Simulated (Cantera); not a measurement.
Charge: 1 mol SiF4, 2.9 mol NO, 73 mol H2, 0.59 mol H2O, equilibrated at 10000 Pa.

Method: chemical equilibrium by Gibbs-energy minimisation in Cantera with the NASA 1993 tables (ideal gas, pure condensed phases). Candidate condensed phases: H2O, Si, SiO2, Si2N2O, Si3N4; 58 gas species. The tables hold silica as quartz up to 1696 K and as liquid above; real silica turns to tridymite and cristobalite and melts near 1996 K. Rates play no part.

Which condensed phases are stable at each of these points (T (K)): 950, 1025, 1100, 1175, 1250, 1325, 1400, 1475, 1550, 1625, 1700?


```csv
T (K),condensed phases,Si condensed (%)
950,SiO2(β-quartz),75.3
1025,SiO2(β-quartz),83.6
1100,SiO2(β-quartz),89.6
1175,SiO2(β-quartz),93.6
1250,SiO2(β-quartz),96.1
1325,SiO2(β-quartz),97.6
1400,SiO2(β-quartz),98.5
1475,SiO2(β-quartz),99.0
1550,SiO2(β-quartz),99.3
1625,SiO2(β-quartz),99.4
1700,SiO2(condensed),98.6
```

From 950 K to 1625 K the condensed part is SiO2(β-quartz). At 1700 K the condensed part is SiO2(condensed).
